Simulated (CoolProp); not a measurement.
Computed with CoolProp (reference Helmholtz-energy equation of state, Penoncello 2003).

Problem. Give the vapour pressure (MPa), liquid density (kg/m³), vapour density (kg/m³), surface tension (mN/m) of saturated CHF3 (R23) at 245.9 K.

Solution. 
```json
[
 {"T (K)": "245.9", "p (MPa)": "1.10", "liquid density (kg/m³)": "1210", "vapour density (kg/m³)": "47.3", "surface tension (mN/m)": "6.97"}
]
```

Surface tension comes from a separate correlation (Mulero 2012).
